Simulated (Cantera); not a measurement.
Cantera run:

```python
import numpy as np
import cantera as ct

gas_names = """
    H HO2 H2 H2O H2O2 O OH O2 O3 Ti TiO TiO2
""".split()
cond_names = """
    H2O(s) H2O(L) Ti(a) Ti(b) Ti(L) TiO(a) TiO(b) TiO(L) TiO2(ru) TiO2(L) Ti2O3(a) Ti2O3(b) Ti2O3(L)
    Ti3O5(a) Ti3O5(b) Ti3O5(L) Ti4O7(s) Ti4O7(L)
""".split()


# ... load() reads the species with a 1 bar reference pressure and builds the phases ...
atoms = {
    'Ti': {'Ti': 1},
    'H2O': {'H': 2, 'O': 1},
    'H2': {'H': 2},
}
top_T = {}  # K; cautious upper limits of use, not melting points


# ... equilibrate(T, P, feed) seeds the gas with the atoms and calls Mixture.equilibrate('TP', solver="vcs", rtol=1e-11, max_steps=5000) ...
results = []
feed = {'Ti': 1, 'H2O': 0.25, 'H2': 24}  # mol
T = 1950  # K
for P in [10, 63, 400, 2500, 16000, 100000]:
    mix = equilibrate(T, P, feed)
    results.append((T, P, feed, dict(zip(mix.species_names, mix.species_moles))))

top = {s: max(r[3][s] / sum(r[3][g] for g in gas_names) for r in results) for s in gas_names}
cols = sorted((s for s in top if top[s] > 1e-05), key=lambda s: -top[s])[:5]
seen = [c for c in cond_names if any(r[3].get(c, 0) > 1e-12 for r in results)]
print("log10 of partial pressures in bar; condensed amounts in mol")
print(f"{'P/Pa':>10s}" + "".join(f"{s[:9]:>10s}" for s in cols + seen))
for T, P, feed, n in results:
    ng = sum(n[g] for g in gas_names)
    print(f"{P:10.4g}" + "".join(f"{np.log10(max(n[s] / ng * P / 1e5, 1e-99)):10.3f}" for s in cols)
          + "".join(f"{n.get(c, 0):10.4g}" for c in seen))
```

Result:

```
log10 of partial pressures in bar; condensed amounts in mol
      P/Pa        H2         H        Ti       TiO     Ti(L)    TiO(b)
        10    -4.064    -4.973    -5.548    -6.521         0    0.1701
        63    -3.224    -4.553    -5.296    -6.521    0.5493     0.238
       400    -2.406    -4.144    -5.296    -6.521    0.7191    0.2481
      2500    -1.605    -3.743    -5.296    -6.521    0.7451    0.2497
   1.6e+04    -0.797    -3.339    -5.296    -6.521    0.7493    0.2499
     1e+05    -0.001    -2.941    -5.296    -6.521    0.7499      0.25
```

These are equilibrium values from Cantera (NASA tables, ideal gas, pure condensed phases), not measurements of a reactor. Mutual solubility and eutectic melting of coexisting phases are not modelled. TiO: taken at fixed stoichiometry. Condensed phases not in the tables: N, O or C dissolved in the metal.
